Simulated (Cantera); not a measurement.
A perfectly stirred reactor is fed with CH2O : O2 : N2 = 0.0024 : 0.042 : 1 (molar parts), equivalence ratio 0.057, at 4.00 bar; it is held at 1325 K, and followed from long to short residence time.

Model: GRI-Mech 3.0 (53 species, 325 reactions), integrated in Cantera.

Problem. Predict: x(CH2O) at τ = 1.30 s; x(O2) at τ = 1.30 s; x(CO2) at τ = 1.30 s; x(H2) at τ = 1.30 s; x(CH2O) at τ = 19.0 ms; x(O2) at τ = 19.0 ms; x(CO2) at τ = 19.0 ms; x(H2) at τ = 19.0 ms.

Solution. 
```json
{
 "x(CH2O) at τ = 1.30 s": "5.47e-7",
 "x(O2) at τ = 1.30 s": "0.0379",
 "x(CO2) at τ = 1.30 s": "0.00226",
 "x(H2) at τ = 1.30 s": "6.63e-8",
 "x(CH2O) at τ = 19.0 ms": "1.69e-5",
 "x(O2) at τ = 19.0 ms": "0.0383",
 "x(CO2) at τ = 19.0 ms": "0.00141",
 "x(H2) at τ = 19.0 ms": "4.64e-6"
}
```
